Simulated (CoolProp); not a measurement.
Vapour-liquid equilibrium of ethane (1) + propylene (2) at 0.0208 MPa; x and y are mole fractions of (1).

Model: multi-fluid Helmholtz-energy mixture model, Bücker 2006 and Lemmon 2013; pair parameters Bell 2016, in CoolProp.

```tsv
x	bubble temperature (K)	y at the bubble point	dew temperature at overall composition x (K)	liquid density (mol/L)
0.05	189.7	0.360	195.2	15.62
0.2	178.4	0.760	192.7	16.28
0.35	172.1	0.880	190.0	16.84
0.5	168.0	0.934	186.6	17.35
0.65	164.9	0.964	182.4	17.87
0.8	162.4	0.983	176.6	18.38
0.95	160.3	0.996	166.4	18.91
```

No azeotrope shows between x = 0.05 and 0.95.

Pair parameters are fitted to limited data, so mixtures are less certain than the pure fluids.
